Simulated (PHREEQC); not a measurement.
PHREEQC input (ion-association model, wateq4f.dat):

```
SOLUTION_SPECIES
  SO4-2 + 10H+ + 8e- = H2S + 4H2O  # shut off: sulfate is not reduced
    -log_k -100
    -delta_h 0
    -analytic -100
SOLUTION 1
  temp 10
  units mol/kgw
  pH 7 charge
  Cl 0.0028
  Pb 0.0014
SOLUTION 2
  temp 10
  units mol/kgw
  pH 7 charge
  Cl 0.0124
  Zn 0.0062
  S(6) 0.028
  Fe(2) 0.028
END
SELECTED_OUTPUT 1
  -reset false
  -pH true
  -pe true
  -ionic_strength true
  -water true
  -totals Cl Fe Pb S Zn Fe(2) Fe(3) S(-2) S(6)
  -molalities H+ Cl- Fe+2 Pb+2 SO4-2 Zn+2 Fe+3 FeOH+2 FeOH+ Fe(OH)3-
    FeSO4+ FeCl+2 FeCl2+ FeCl3 FeSO4 HSO4- H2S HS- S-2 O2
    Fe(OH)2+ Fe(OH)3 Fe(OH)4- Fe(OH)2 FeHSO4+ OH- FeHSO4+2 ZnCl+ ZnCl2 ZnCl3-
    ZnCl4-2 ZnOH+ Zn(OH)2 Zn(OH)3- Zn(OH)4-2 ZnOHCl Zn(HS)2 Zn(HS)3- ZnSO4 Zn(SO4)2-2
    Fe(SO4)2- Fe2(OH)2+4 Fe3(OH)4+5 PbCl+ PbCl2 PbCl3- PbCl4-2 PbOH+ Pb(OH)2 Pb(OH)3-
    Pb2OH+3 PbSO4 Pb(HS)2 Pb(HS)3- Pb3(OH)4+2 Pb(OH)4-2 Pb(SO4)2-2 Fe(HS)2 Fe(HS)3- FeCl+
  -saturation_indices Zn(OH)2-e Zn4(OH)6SO4 Zn5(OH)8Cl2 Litharge Anglesite Cotunnite Laurionite Larnakite Melanterite Goslarite
PRINT
  -reset false
MIX 1
  1 1
  2 0
END
# ... the last block is repeated for the other 10 points of share of solution B
```

Selected output (columns that matter, 11 of 11 rows; share of solution B added in front):

```
share of solution B	pH	mu	Cl	Fe	Pb	S	Zn	si_Zn(OH)2-e	si_Zn4(OH)6SO4	si_Zn5(OH)8Cl2	si_Litharge	si_Anglesite	si_Cotunnite	si_Larnakite
0	5.3434	0.0040464	0.0028	0	0.0014	0	0	-1000	-1000	-1000	-5.6651	-1000	-3.1966	-1000
0.1	5.5015	0.013695	0.00376	0.0028	0.00126	0.0028	0.00062	-3.9663	-12.155	-16.801	-5.6382	1.7017	-3.2641	1.576
0.2	5.5927	0.023058	0.00472	0.0056	0.00112	0.0056	0.00124	-3.5653	-10.487	-14.804	-5.6289	1.7751	-3.263	1.6587
0.3	5.6604	0.032048	0.00568	0.0084	0.00098	0.0084	0.00186	-3.3114	-9.4738	-13.527	-5.6319	1.7691	-3.2586	1.6497
0.4	5.7164	0.040753	0.00664	0.0112	0.00084	0.0112	0.00248	-3.1188	-8.7269	-12.555	-5.6467	1.7311	-3.2645	1.597
0.5	5.7656	0.049241	0.0076	0.014	0.0007	0.014	0.0031	-2.96	-8.1237	-11.755	-5.6752	1.6704	-3.2866	1.5077
0.6	5.8104	0.057556	0.00856	0.0168	0.00056	0.0168	0.00372	-2.8222	-7.6098	-11.063	-5.7221	1.5862	-3.3308	1.3766
0.7	5.8522	0.065731	0.00952	0.0196	0.00042	0.0196	0.00434	-2.6987	-7.1559	-10.446	-5.7974	1.4706	-3.4072	1.1857
0.8	5.8919	0.073788	0.01048	0.0224	0.00028	0.0224	0.00496	-2.5852	-6.7448	-9.8837	-5.9236	1.3014	-3.5383	0.8903
0.9	5.9302	0.081743	0.01144	0.0252	0.00014	0.0252	0.00558	-2.479	-6.365	-9.3614	-6.1743	1.0058	-3.7976	0.344
1	5.9676	0.089612	0.0124	0.028	0	0.028	0.0062	-2.3783	-6.0088	-8.8698	-1000	-1000	-1000	-1000
```

Along this series the solution becomes supersaturated in solids that the run did not let form, among them Anglesite, Larnakite. Constants without temperature data keep their 25 °C values here.
